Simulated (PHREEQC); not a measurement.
A solution holds 0.27 mol/kgw HCl, 0.009 mol/kgw FeSO4 and 0.2 mol/kgw MgSO4, at 25 °C. Closed to the air; pH follows from the charge balance.

Computed with PHREEQC (ion-association model, wateq4f.dat).

The ionic strength comes out as 0.641 mol/kgw. What activity coefficients do Fe+2, FeHSO4+, Mg+2, HSO4-, SO4-2 get?

Fe+2 0.23, FeHSO4+ 0.74, Mg+2 0.29, HSO4- 0.65, SO4-2 0.19.

Precipitation was switched off in this run.
